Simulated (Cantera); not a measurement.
**Stirred combustor or abatement burner**

A perfectly stirred reactor is fed with 2.10 % C3H8, 20.5 % O2, 77.4 % N2, equivalence ratio 0.51, at 9.87 atm; it is adiabatic with a 575 K inlet, and is followed from long to short residence time, starting on the burning branch (τ in s: 0.021, 0.011, 0.0054, 0.0027, 0.0014, 0.0007, 0.00035, 0.00018, 9.1e-05, 4.6e-05, 2.3e-05, 1.2e-05).

Detailed kinetics in Cantera: GRI-Mech 3.0 (53 species, 325 reactions). GRI-Mech 3.0 was tuned for natural gas; its chemistry of propane as a main component is partial and can be far from experiment.

```json
[
 {"τ (s)": "0.021", "T (K)": "1748", "x C3H8": "1.48e-6", "x O2": "0.0986", "x C2H6": "1.85e-9", "x HO2": "2.74e-6", "x CH3": "1.24e-6", "x C2H4": "5.65e-6"},
 {"τ (s)": "0.011", "T (K)": "1746", "x C3H8": "2.45e-6", "x O2": "0.0987", "x C2H6": "3.10e-9", "x HO2": "4.02e-6", "x CH3": "2.00e-6", "x C2H4": "8.91e-6"},
 {"τ (s)": "0.0054", "T (K)": "1743", "x C3H8": "4.23e-6", "x O2": "0.0988", "x C2H6": "5.63e-9", "x HO2": "6.32e-6", "x CH3": "3.32e-6", "x C2H4": "1.45e-5"},
 {"τ (s)": "0.0027", "T (K)": "1738", "x C3H8": "7.12e-6", "x O2": "0.0991", "x C2H6": "1.05e-8", "x HO2": "1.00e-5", "x CH3": "5.38e-6", "x C2H4": "2.32e-5"},
 {"τ (s)": "0.0014", "T (K)": "1730", "x C3H8": "1.17e-5", "x O2": "0.0995", "x C2H6": "2.00e-8", "x HO2": "1.58e-5", "x CH3": "8.48e-6", "x C2H4": "3.61e-5"},
 {"τ (s)": "0.00070", "T (K)": "1717", "x C3H8": "1.99e-5", "x O2": "0.100", "x C2H6": "4.33e-8", "x HO2": "2.60e-5", "x CH3": "1.38e-5", "x C2H4": "5.87e-5"},
 {"τ (s)": "0.00035", "T (K)": "1694", "x C3H8": "3.59e-5", "x O2": "0.102", "x C2H6": "1.12e-7", "x HO2": "4.46e-5", "x CH3": "2.33e-5", "x C2H4": "0.000100"},
 {"τ (s)": "0.00018", "T (K)": "1642", "x C3H8": "7.94e-5", "x O2": "0.105", "x C2H6": "4.97e-7", "x HO2": "8.76e-5", "x CH3": "4.51e-5", "x C2H4": "0.000211"},
 {"τ (s)": "9.1e-5", "T (K)": "575", "x C3H8": "0.0210", "x O2": "0.205", "x C2H6": "<1e-12", "x HO2": "<1e-12", "x CH3": "<1e-12", "x C2H4": "<1e-12"},
 {"τ (s)": "4.6e-5", "T (K)": "575", "x C3H8": "0.0210", "x O2": "0.205", "x C2H6": "<1e-12", "x HO2": "<1e-12", "x CH3": "<1e-12", "x C2H4": "<1e-12"},
 {"τ (s)": "2.3e-5", "T (K)": "575", "x C3H8": "0.0210", "x O2": "0.205", "x C2H6": "<1e-12", "x HO2": "<1e-12", "x CH3": "<1e-12", "x C2H4": "<1e-12"},
 {"τ (s)": "1.2e-5", "T (K)": "575", "x C3H8": "0.0210", "x O2": "0.205", "x C2H6": "<1e-12", "x HO2": "<1e-12", "x CH3": "<1e-12", "x C2H4": "<1e-12"}
]
```
x: mole fraction; the columns are a selection and need not sum to one.
